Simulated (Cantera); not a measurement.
A closed system holds: 1 mol TiO2, 1.1 mol HCl, 0.31 mol H2, at 0.100 bar.

Method: chemical equilibrium by Gibbs-energy minimisation in Cantera with the NASA 1993 tables (ideal gas, pure condensed phases). Candidate condensed phases: H2O, Ti, TiCl2, TiCl3, TiCl4, TiO, TiO2, Ti2O3, Ti3O5, Ti4O7; 23 gas species. Condensed phases not in the tables: TiOCl. The numbers say what is thermodynamically allowed, not how fast it happens.

Question: At 1150 K, list the 4 most abundant gas species with their mole fractions, and the condensed phases.

Answer: HCl 0.777, H2 0.220, H2O 0.00227, TiCl4 0.00110. Condensed: TiO2(rutile).
